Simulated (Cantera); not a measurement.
**NH₃ + O₂ (abatement and gas-phase synthesis)**

A closed system holds: 1 mol NH₃, a varied amount of O₂, equilibrated at 1525 °C and 10000 Pa.

Method: chemical equilibrium by Gibbs-energy minimisation in Cantera with the NASA 1993 tables (ideal gas, pure condensed phases). Candidate condensed phases: H₂O; 24 gas species. The numbers say what is thermodynamically allowed, not how fast it happens.

| n(O₂) (mol) | log p H₂O | log p O₂ | log p H₂ | log p N₂ | log p OH | log p NO | log p H |
|---|---|---|---|---|---|---|---|
| 0.47 | -1.33 | -8.10 | -1.55 | -1.60 | -5.19 | -6.85 | -4.23 |
| 0.76 | -1.13 | -3.28 | -3.77 | -1.61 | -3.88 | -4.43 | -5.34 |
| 1 | -1.18 | -1.96 | -4.47 | -1.66 | -3.58 | -3.80 | -5.69 |
| 1.3 | -1.23 | -1.67 | -4.67 | -1.71 | -3.53 | -3.68 | -5.79 |
| 1.6 | -1.28 | -1.53 | -4.79 | -1.76 | -3.52 | -3.64 | -5.85 |
| 1.9 | -1.32 | -1.44 | -4.88 | -1.80 | -3.52 | -3.62 | -5.89 |
| 2.2 | -1.36 | -1.38 | -4.95 | -1.84 | -3.52 | -3.60 | -5.93 |
| 2.5 | -1.40 | -1.33 | -5.01 | -1.88 | -3.53 | -3.60 | -5.96 |
| 2.8 | -1.43 | -1.30 | -5.06 | -1.91 | -3.54 | -3.60 | -5.98 |
log p: log10 of the partial pressure in bar; nothing condenses.

From 0.47 mol O₂ to 2.8 mol O₂ nothing is condensed.
